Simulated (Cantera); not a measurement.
What does this Cantera script print?

```python
import numpy as np
import cantera as ct

gas = ct.Solution("gri30.yaml")
gas.TPX = 1325, 1300000, {'CH2O': 0.0055, 'O2': 0.033, 'N2': 1}
reactor = ct.IdealGasConstPressureReactor(gas, energy="off", clone=False)
net = ct.ReactorNet([reactor])
net.rtol, net.atol = 1e-08, 1e-18
show = ['CH2O', 'O2', 'OH', 'HO2', 'CH2', 'HCO', 'O']
times = np.geomspace(3e-06, 6, 14)

steps = ct.SolutionArray(gas, extra=["t"])
rows = []
print(f"{'t/s':>10s}{'T/K':>9s}{'P/Pa':>11s}" + "".join(f"{s:>11s}" for s in show))
for t in times:
    while net.time < t:
        t_next = net.step()
        steps.append(gas.state, t=t_next)
    rows.append([np.interp(t, steps.t, y) for y in (steps.T, steps.P, *steps(*show).X.T)])
    print(f"{t:10.3e}{rows[-1][0]:9.1f}{rows[-1][1]:11.4g}" + "".join(f"{x:11.3e}" for x in rows[-1][2:]))
rate = np.gradient(steps.T, steps.t)
print("integrator steps:", len(steps.t))
if steps.T.max() > steps.T[0] + 200:
    print(f"time of steepest temperature rise: {steps.t[rate.argmax()]:.4e} s")
gas.TPX = 1325, 1300000, {'CH2O': 0.0055, 'O2': 0.033, 'N2': 1}
gas.equilibrate("TP")
print(f"equilibrium (TP): T = {gas.T:.1f} K  " + "  ".join(f"{s} {gas[s].X[0]:.3e}" for s in show))
```

It prints:

```
       t/s      T/K       P/Pa       CH2O         O2         OH        HO2        CH2        HCO          O
 3.000e-06   1325.0    1.3e+06  5.293e-03  3.177e-02  1.536e-08  3.228e-06  1.417e-15  1.939e-08  7.110e-09
 9.158e-06   1325.0    1.3e+06  5.279e-03  3.176e-02  8.902e-08  1.231e-05  1.362e-14  5.161e-08  1.924e-08
 2.796e-05   1325.0    1.3e+06  5.035e-03  3.160e-02  1.190e-06  8.234e-05  6.978e-13  4.094e-07  1.555e-07
 8.535e-05   1325.0    1.3e+06  1.085e-03  2.991e-02  1.191e-05  1.397e-04  1.824e-12  6.385e-07  2.451e-06
 2.606e-04   1325.0    1.3e+06  1.041e-07  2.893e-02  1.543e-05  2.262e-05  1.570e-14  2.989e-10  1.763e-05
 7.954e-04   1325.0    1.3e+06  4.935e-12  2.832e-02  7.289e-06  1.010e-05  3.301e-16  3.816e-11  8.607e-06
 2.428e-03   1325.0    1.3e+06  8.551e-13  2.768e-02  5.774e-06  6.843e-06  7.619e-19  1.293e-11  5.368e-06
 7.413e-03   1325.0    1.3e+06  8.301e-14  2.692e-02  4.509e-06  3.469e-06  3.775e-24  1.605e-12  2.158e-06
 2.263e-02   1325.0    1.3e+06  3.816e-16  2.653e-02  3.101e-06  6.079e-07 -2.028e-26  2.085e-14  3.412e-07
 6.908e-02   1325.0    1.3e+06 -1.039e-20  2.648e-02  1.669e-06  1.912e-08 -1.564e-23  9.241e-18  3.712e-08
 2.109e-01   1325.0    1.3e+06  2.675e-23  2.648e-02  1.051e-06  4.527e-09  2.441e-29  4.459e-21  1.355e-08
 6.438e-01   1325.0    1.3e+06  1.675e-23  2.648e-02  1.010e-06  4.370e-09  1.914e-29  1.668e-21  1.251e-08
 1.965e+00   1325.0    1.3e+06  1.675e-23  2.648e-02  1.010e-06  4.370e-09  1.826e-29  1.668e-21  1.251e-08
 6.000e+00   1325.0    1.3e+06  1.674e-23  2.648e-02  1.010e-06  4.370e-09  1.590e-29  1.668e-21  1.251e-08
integrator steps: 1756
equilibrium (TP): T = 1325.0 K  CH2O 1.677e-23  O2 2.639e-02  OH 1.010e-06  HO2 4.358e-09  CH2 1.342e-38  HCO 1.672e-21  O 1.249e-08
```

Model: GRI-Mech 3.0 (53 species, 325 reactions), integrated in Cantera. The pressure lies above the range GRI-Mech 3.0 was tuned for (to about 10 atm).
